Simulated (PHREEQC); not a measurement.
Dissolve 0.01 mol/kgw NH4HF2 and 0.0093 mol/kgw (NH4)2SiF6 at 25 °C. Closed to the air; pH follows from the charge balance.

Equilibrium calculation in PHREEQC: ion-association model, phreeqc.dat.

Problem. The ionic strength comes out as 0.0387 mol/kgw. What activity coefficients do SiF6-2, NH4+, HF2-, F-, H+ get?

Solution. SiF6-2 0.50, NH4+ 0.82, HF2- 0.84, F- 0.83, H+ 0.86.

This is a speciation only: nothing precipitates in the calculation. Complexes and solids missing from the database can't appear. SiF6-2 is the database's only silicon fluoride.
